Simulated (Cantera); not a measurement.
Input (Python, Cantera):

```python
import numpy as np
import cantera as ct

gas = ct.Solution("gri30.yaml")


def delay(T, t_max=10):
    gas.TPX = T, 40000, {'CH4': 1, 'H2': 0.13, 'O2': 1.15, 'N2': 4.59}
    reactor = ct.IdealGasReactor(gas, clone=False)
    net = ct.ReactorNet([reactor])
    net.rtol, net.atol = 1e-8, 1e-16
    while net.time < t_max:
        t_old, T_old = net.time, reactor.T
        net.step()
        if reactor.T > T + 400:  # ignition: a rise of 400 K
            return t_old + (T + 400 - T_old) / (reactor.T - T_old) * (net.time - t_old)
    return np.nan


taus = []
for T in [1225, 1325, 1425, 1525, 1625, 1725, 1825, 1925, 2025]:
    taus.append(delay(T))
    print(f"T0 = {T:6g} K   tau = {taus[-1]:.4e} s")
```

Output:

```
T0 =   1225 K   tau = 2.7191e-02 s
T0 =   1325 K   tau = 8.6962e-03 s
T0 =   1425 K   tau = 3.1343e-03 s
T0 =   1525 K   tau = 1.3053e-03 s
T0 =   1625 K   tau = 6.2056e-04 s
T0 =   1725 K   tau = 3.2600e-04 s
T0 =   1825 K   tau = 1.8445e-04 s
T0 =   1925 K   tau = 1.1075e-04 s
T0 =   2025 K   tau = 6.9946e-05 s
```

Cantera simulation using GRI-Mech 3.0 (53 species, 325 reactions); the numbers are that mechanism's predictions, not measurements.
